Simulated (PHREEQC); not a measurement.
## Brine

Solution (18 °C): 0.77 mol Na2CO3 and 0.016 mol K2SO4 per kg of water. Closed to the air; pH follows from the charge balance.

Equilibrium calculation in PHREEQC: Pitzer model, pitzer.dat.

Each row changes one thing in this solution. Precipitation was switched off in this run.

```csv
case,pH,ionic strength (mol/kgw),SI of Mirabilite (Na2SO4:10H2O),SI of Thenardite (Na2SO4)
as made,11.80,2.35,-1.91,-3.08
Na2CO3 replaced by NaBr at the same molality,7.04,0.818,-1.98,-3.15
Na2CO3 from 0.77 to 0.385 mol/kgw,11.69,1.20,-2.11,-3.34
diluted 2-fold with water,11.69,1.18,-2.40,-3.62
0.03 mol/kgw CO2 added,10.72,2.33,-1.92,-3.08
```

Complexes and solids missing from the database can't appear. In brines, pH and single-ion activities rest on the MacInnes convention.
